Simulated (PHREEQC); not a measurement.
Hard or scaling water: speciation

Dissolve 0.053 mol CaCl2, 0.0042 mol Na2HPO4 and 0.0029 mol NaCl per kg of water at 25 °C. Closed to the air; pH follows from the charge balance.

Equilibrium calculation in PHREEQC: ion-association model, phreeqc.dat.

No solid was allowed to form.

Question: What pH does the model give?

Answer: pH 7.51.

Question: In which forms is Ca present?

Answer: Ca+2 94 %, CaHPO4 5.1 %, CaPO4- 0.5 % of the Ca.

Saturation is exceeded, for instance for Hydroxyapatite; the values hold only as long as no solid forms.
